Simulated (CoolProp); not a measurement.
R21 along the isotherm 473 K: density (kg/m³) from the reference equation and from simpler models built on Tc = 452.7 K, pc = 52.89 bar, ω = 0.206; each cubic takes its own stable root.

Computed with CoolProp (reference Helmholtz-energy equation of state, Platzer 1990). This equation is an older, rougher fit.

| p (bar) | phase | reference |
|---|---|---|
| 1.65 | gas | 4.357 |
| 3.31 | gas | 8.823 |
| 4.96 | gas | 13.35 |
| 6.61 | gas | 17.96 |
| 8.26 | gas | 22.67 |
| 9.92 | gas | 27.51 |
| 11.6 | gas | 32.52 |
| 13.2 | gas | 37.40 |
| 14.9 | gas | 42.71 |
| 16.5 | gas | 47.82 |
| 18.2 | gas | 53.40 |
| 19.8 | gas | 58.79 |
| 21.5 | gas | 64.68 |
| 23.1 | gas | 70.38 |
| 24.8 | gas | 76.62 |
| 26.4 | gas | 82.67 |

**Question.** How far does each simpler model (ideal gas, van der Waals, Soave-Redlich-Kwong, Peng-Robinson) lie from the reference over these 16 states: mean and median of the absolute difference, and the worst?

**Answer.** 
- ideal gas: mean 8.3 %, median 8.2 %, worst -16.4 % at 473 K and 26.4 bar
- van der Waals: mean 0.7 %, median 0.7 %, worst -1.5 % at 473 K and 26.4 bar
- Soave-Redlich-Kwong: mean 0.1 %, median 0.1 %, worst -0.2 % at 473 K and 26.4 bar
- Peng-Robinson: mean 1.1 %, median 1.1 %, worst +1.9 % at 473 K and 26.4 bar
